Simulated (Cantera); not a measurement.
A closed system holds: 1 mol SiH2Cl2, a varied amount of H2, held at 2248.15 K and 0.110 bar.

These are equilibrium values from Cantera (NASA tables, ideal gas, pure condensed phases), not measurements of a reactor. Candidate condensed phases: Si; 19 gas species. The tables' values for SiCl are old estimates; treat these amounts as uncertain. Gases not in the tables: Si2H6 and higher silanes. Equilibrium is a limit: real reactors are often held back by kinetics, nucleation or transport.

Question: At 210 mol H2, list the 4 most abundant gas species with their mole fractions, and the condensed phases.

Answer: H2 0.965, H 0.0218, HCl 0.00884, Si 0.00361. Condensed: gas only.
